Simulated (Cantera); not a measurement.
**Aluminium nitride and oxide growth: AlCl3 + N2 + H2**

Input: 1 mol AlCl3, 7.6 mol N2, 29 mol H2, held at 70.0 Pa.

Cantera equilibrium calculation (NASA polynomials, part measured and part estimated; ideal gas, pure solids and liquids). Candidate condensed phases: Al, AlCl3, AlN, NH4Cl; 20 gas species. The tables' values for AlCl2 are old estimates; treat these amounts as uncertain. The numbers say what is thermodynamically allowed, not how fast it happens.

```tsv
T (K)	x H2	x N2	x HCl	x AlCl3	x AlCl	x AlCl2	n AlN(s)
898	0.741	0.192	0.0599	0.00664	8.83e-10	1.26e-7	0.750
973	0.742	0.192	0.0584	0.00713	3.37e-8	1.17e-6	0.732
1048	0.743	0.193	0.0571	0.00756	7.56e-7	7.88e-6	0.716
1123	0.743	0.193	0.0559	0.00792	1.11e-5	4.08e-5	0.700
1198	0.744	0.193	0.0548	0.00817	0.000116	0.000170	0.682
1273	0.744	0.193	0.0532	0.00813	0.000899	0.000584	0.638
1348	0.742	0.195	0.0496	0.00708	0.00528	0.00159	0.472
```
x: gas mole fraction; n: condensed amount in mol.

From 898 K to 1348 K the condensed part is AlN(s). The main Al-bearing gas is AlCl3 throughout. The share of Al in condensed phases is highest at 898 K (75.0 %) and lowest at 1348 K (47.2 %).
